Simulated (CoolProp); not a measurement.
Saturated liquid density (kg/m³) of ethylbenzene: the reference equation beside estimates from Tc = 344.0 °C, pc = 3.622 MPa, ω = 0.304. Rackett uses Z = 0.29056 − 0.08775 ω.

The numbers come from the reference Helmholtz-energy equation of state, Zhou 2012 in CoolProp.

```tsv
T (°C)	reference	Rackett	Redlich-Kwong	Soave-Redlich-Kwong	Peng-Robinson
125.15	771.1	764.9	654.4	682.6	771.3
131.85	764.6	758.2	647.9	676.6	764.9
138.55	757.9	751.5	641.2	670.5	758.2
145.25	751.2	744.6	634.5	664.2	751.3
151.95	744.4	737.6	627.5	657.7	744.3
158.65	737.5	730.6	620.4	651.0	737.0
165.45	730.3	723.3	613.1	644.0	729.3
172.15	723.2	716.0	605.6	636.9	721.5
178.85	715.9	708.5	598.0	629.6	713.4
185.55	708.5	700.9	590.2	622.0	705.1
192.25	701.0	693.2	582.2	614.2	696.4
198.95	693.3	685.3	573.9	606.2	687.5
205.65	685.4	677.3	565.5	597.8	678.2
212.35	677.4	669.0	556.8	589.2	668.5
219.05	669.1	660.6	547.9	580.2	658.5
```

Absolute difference from the reference over all 15 rows, mean and median: Rackett 1.0 and 1.0 %, Redlich-Kwong 16.4 and 16.3 %, Soave-Redlich-Kwong 12.1 and 11.9 %, Peng-Robinson 0.5 and 0.2 %.
